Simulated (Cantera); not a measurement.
Mixture: CH4 : CO : O2 : N2 : CO2 = 1 : 0.08 : 2.04 : 6.73 : 0.24 (molar parts), equivalence ratio 1.0, at 8.88 atm, adiabatic and at constant pressure. Ignition delay is the time to a rise of 400 K.

Model: GRI-Mech 3.0 (53 species, 325 reactions), integrated in Cantera.

**Question.** Predict: delay at 1123 K; delay at 1223 K; delay at 1323 K; delay at 1423 K; delay at 1523 K; delay at 1623 K; delay at 1723 K; apparent activation energy between 1523 and 1723 K.

**Answer.** 
```json
{
 "delay at 1123 K": "15.5 ms",
 "delay at 1223 K": "4.08 ms",
 "delay at 1323 K": "1.24 ms",
 "delay at 1423 K": "0.422 ms",
 "delay at 1523 K": "0.157 ms",
 "delay at 1623 K": "64.1 µs",
 "delay at 1723 K": "28.7 µs",
 "apparent activation energy between 1523 and 1723 K": "190 kJ/mol"
}
```
